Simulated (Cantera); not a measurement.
An isothermal, constant-pressure homogeneous reactor starts with NO : N2 = 1 : 10 (molar parts), at 2075 K and 2670 Pa.

Cantera simulation using GRI-Mech 3.0 (53 species, 325 reactions); the numbers are that mechanism's predictions, not measurements. Radical loss at walls, strong at low pressure, is not modelled.

x: mole fraction; the columns are a selection and need not sum to one.

| t (s) | x NO | x N2O | x N2 | x O | x O2 | x NO2 |
|---|---|---|---|---|---|---|
| 6.00e-5 | 0.0909 | 2.59e-8 | 0.909 | 2.60e-8 | 4.06e-12 | 3.73e-12 |
| 0.000163 | 0.0909 | 7.01e-8 | 0.909 | 7.13e-8 | 3.03e-11 | 2.72e-11 |
| 0.000445 | 0.0909 | 1.88e-7 | 0.909 | 1.97e-7 | 2.27e-10 | 1.91e-10 |
| 0.00121 | 0.0909 | 4.92e-7 | 0.909 | 5.56e-7 | 1.72e-9 | [?] |
| 0.00330 | 0.0909 | 1.20e-6 | 0.909 | 1.65e-6 | 1.36e-8 | [?] |
| 0.00899 | 0.0909 | 2.50e-6 | 0.909 | 5.25e-6 | 1.14e-7 | [?] |
| 0.0245 | 0.0909 | 3.75e-6 | 0.909 | 1.73e-5 | 1.02e-6 | [?] |
| 0.0667 | 0.0908 | 4.00e-6 | 0.909 | 5.25e-5 | 8.96e-6 | [?] |
| 0.182 | 0.0906 | 3.89e-6 | 0.909 | 0.000141 | 7.19e-5 | [?] |
| 0.495 | 0.0896 | 3.64e-6 | 0.910 | 0.000298 | 0.000491 | [?] |
| 1.35 | 0.0856 | 3.18e-6 | 0.912 | 0.000464 | 0.00240 | [?] |
| 3.67 | 0.0716 | 2.08e-6 | 0.918 | 0.000747 | 0.00925 | [?] |
| 10.0 | 0.0352 | 4.81e-7 | 0.936 | 0.00120 | 0.0272 | [?] |

Question: Fill in the missing entries.

Answer: 
- 0.00121, x NO2: 1.23e-9
- 0.00330, x NO2: 6.73e-9
- 0.00899, x NO2: 2.95e-8
- 0.0245, x NO2: 1.10e-7
- 0.0667, x NO2: 3.40e-7
- 0.182, x NO2: 8.72e-7
- 0.495, x NO2: 1.71e-6
- 1.35, x NO2: 2.63e-6
- 3.67, x NO2: 3.81e-6
- 10.0, x NO2: 3.16e-6
